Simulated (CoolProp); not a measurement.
The fluid at 293.15 K and 1.5 MPa is compressed adiabatically to 11.3 MPa with isentropic efficiency 0.9. The same conditions are run with several fluids, on thermodynamics alone (safety and materials aside).

The numbers come from the reference Helmholtz-energy equation of state of each fluid (nitrous oxide: Lemmon 2006; dry air: Lemmon 2000; R13: Platzer 1990) in CoolProp. The equations of Platzer and Polt are older, rougher fits. Blends and air are pseudo-pure fits.

```
fluid          work (kJ/kg)  final temperature (K)  final density (kg/m³)
-------------  ------------  ---------------------  ---------------------
nitrous oxide           139                  471.1                      …
dry air                 260                      …                   68.8
R13                       …                  408.5                    478
```

Problem. What belongs in the gaps?

Solution. 
- nitrous oxide, final density (kg/m³): 143
- dry air, final temperature (K): 547.0
- R13, work (kJ/kg): 45.9
